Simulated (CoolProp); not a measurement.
R1234yf along the isobar 9.92 MPa: Z from the reference equation and from simpler models built on Tc = 94.7 °C, pc = 3.384 MPa, ω = 0.276; each cubic takes its own stable root.

Values from CoolProp's reference Helmholtz-energy equation of state, Lemmon 2022.

| T (°C) | phase | reference |
|---|---|---|
| -79.85 | liquid | 0.4985 |
| -74.25 | liquid | 0.4891 |
| -68.65 | liquid | 0.4802 |
| -63.05 | liquid | 0.4720 |
| -57.45 | liquid | 0.4643 |
| -51.85 | liquid | 0.4570 |
| -46.25 | liquid | 0.4503 |
| -40.55 | liquid | 0.4439 |
| -34.95 | liquid | 0.4380 |
| -29.35 | liquid | 0.4326 |
| -23.75 | liquid | 0.4275 |
| -18.15 | liquid | 0.4228 |
| -12.55 | liquid | 0.4184 |

How far does each simpler model (van der Waals, Soave-Redlich-Kwong, Peng-Robinson) lie from the reference over these 13 states: mean and median of the absolute difference, and the worst?


- van der Waals: mean 63.7 %, median 63.7 %, worst +66.7 % at -79.85 °C and 9.92 MPa
- Soave-Redlich-Kwong: mean 11.2 %, median 11.1 %, worst +12.3 % at -79.85 °C and 9.92 MPa
- Peng-Robinson: mean 1.1 %, median 1.2 %, worst -1.7 % at -12.55 °C and 9.92 MPa
